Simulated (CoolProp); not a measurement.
2000 sccm (0 °C, 1 atm) of nitrogen bubbles through liquid water at 299.2 K and leaves saturated at a total pressure of 0.054 MPa (ideal gas phase). Each further row changes one setting.

The numbers come from the reference Helmholtz-energy equation of state, Wagner 2002 in CoolProp.

```csv
case,vapour pressure (kPa),mole fraction of vapour,delivery (mg/min),delivery (sccm),change of delivery for a bath 1 K warmer (%)
as stated,3.37,0.0625,107,133,6.5
bath temperature 304.2 K,4.51,0.0835,146,182,6.4
total pressure 0.108 MPa,3.37,0.0312,51.8,64.5,6.3
```
